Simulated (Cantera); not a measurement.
Cantera with NASA thermochemical tables; ideal gases at 1 bar, condensed phases pure. Values are per mole of reaction as written; species without (g) are pure solids or liquids, kept so even where they would boil at 1 bar.

Question: Between 300 and 1000 K, where is each reaction favourable under standard conditions?
- 2 B3O3F3(g) ⇌ 6 B + 6 O(g) + 3 F2(g)

Answer: 
- 2 B3O3F3(g) ⇌ 6 B + 6 O(g) + 3 F2(g): ΔG° is 5948 kJ at 300 K and 5279 kJ at 1000 K; it stays positive (K < 1). ΔH° is 6246 kJ and ΔS° 967 J/K at 1000 K.
